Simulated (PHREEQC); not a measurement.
0.036 g of hydrous ferric oxide (600 m²/g; 0.2 weak and 0.005 strong sites per Fe, Dzombak-Morel constants, diffuse double layer) in 1 kg of water with 0.05 mol/kgw of an inert sodium salt and 0.0017 mmol/kgw Ag2SO4 and 0.0019 mmol/kgw NaF, at 25 °C; the pH is set by adding NaOH or the inert anion's acid. Oxygen is held at 0.21 atm. No CO2 enters from the air. Precipitation was switched off in this run.

Equilibrium calculation in PHREEQC: ion-association model, wateq4f.dat.

Question: Predict Ag sorbed (%) at pH = 5.5, 6.5, 8.5, 9.5.

Answer: 
```
pH   Ag sorbed (%)
---  -------------
5.5            0.6
6.5            6.2
8.5           54.5
9.5           76.1
```
